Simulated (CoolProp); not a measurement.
Vapour-liquid equilibrium of acetone (1) + benzene (2) at 445.1 K; x and y are mole fractions of (1).

Computed with CoolProp (multi-fluid Helmholtz-energy mixture model, Lemmon 2006 and Thol 2012; pair parameters Bell 2016).

Give the bubble pressure and the first vapour's composition at x = 0.45, 0.75, 0.95. Is there an azeotrope?

x = 0.45: 1.318 MPa, y = 0.573; x = 0.75: 1.545 MPa, y = 0.814; x = 0.95: 1.687 MPa, y = 0.963. No azeotrope shows between x = 0.05 and 0.95.

Pair parameters are fitted to limited data, so mixtures are less certain than the pure fluids.
